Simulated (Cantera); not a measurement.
A perfectly stirred reactor is fed with CH4 : C2H6 : O2 : N2 : H2O = 1 : 0.35 : 4.96 : 18.7 : 0.032 (molar parts), equivalence ratio 0.65, at 17.0 bar; it is adiabatic with a 573 K inlet, and is followed from long to short residence time, starting on the burning branch (τ in s: 0.023, 0.0097, 0.0041, 0.0017, 0.00073, 0.00031, 0.00013, 5.4e-05, 2.3e-05, 9.7e-06, 4.1e-06).

Computed with Cantera and GRI-Mech 3.0 (53 species, 325 reactions). The pressure lies above the range GRI-Mech 3.0 was tuned for (to about 10 atm).

x: mole fraction; the columns are a selection and need not sum to one.

| τ (s) | T (K) | x CH4 | x C2H6 | x O2 | x O | x HO2 | x HCN | x C2H4 |
|---|---|---|---|---|---|---|---|---|
| 0.023 | 1976 | 2.95e-6 | 1.83e-7 | 0.0686 | 4.12e-5 | 2.85e-6 | 2.10e-8 | 6.29e-7 |
| 0.0097 | 1975 | 6.41e-6 | 4.12e-7 | 0.0687 | 4.78e-5 | 3.30e-6 | 2.36e-8 | 1.41e-6 |
| 0.0041 | 1973 | (withheld) | (withheld) | 0.0688 | (withheld) | (withheld) | (withheld) | (withheld) |
| 0.0017 | 1968 | 2.58e-5 | 1.88e-6 | 0.0690 | 8.72e-5 | 6.34e-6 | 3.73e-8 | 6.19e-6 |
| 0.00073 | 1960 | 4.82e-5 | 3.75e-6 | 0.0694 | 0.000130 | 1.03e-5 | 5.18e-8 | 1.19e-5 |
| 0.00031 | 1946 | 9.17e-5 | 7.54e-6 | 0.0702 | 0.000197 | 1.81e-5 | 7.45e-8 | 2.23e-5 |
| 0.00013 | 1918 | 0.000188 | 1.60e-5 | 0.0719 | 0.000286 | 3.44e-5 | 1.08e-7 | 4.28e-5 |
| 5.4e-5 | 1850 | 0.000523 | 4.53e-5 | 0.0767 | 0.000324 | 8.07e-5 | 1.47e-7 | 0.000104 |
| 2.3e-5 | 573 | 0.0399 | 0.0140 | 0.198 | <1e-12 | <1e-12 | <1e-12 | <1e-12 |
| 9.7e-6 | 573 | 0.0399 | 0.0140 | 0.198 | <1e-12 | <1e-12 | <1e-12 | <1e-12 |
| 4.1e-6 | 573 | 0.0399 | 0.0140 | 0.198 | <1e-12 | <1e-12 | <1e-12 | <1e-12 |

**Question.** Some entries are withheld; supply them.

**Answer.** 
- 0.0041, x CH4: 1.31e-5
- 0.0041, x C2H6: 8.91e-7
- 0.0041, x O: 6.13e-5
- 0.0041, x HO2: 4.27e-6
- 0.0041, x HCN: 2.83e-8
- 0.0041, x C2H4: 3.00e-6
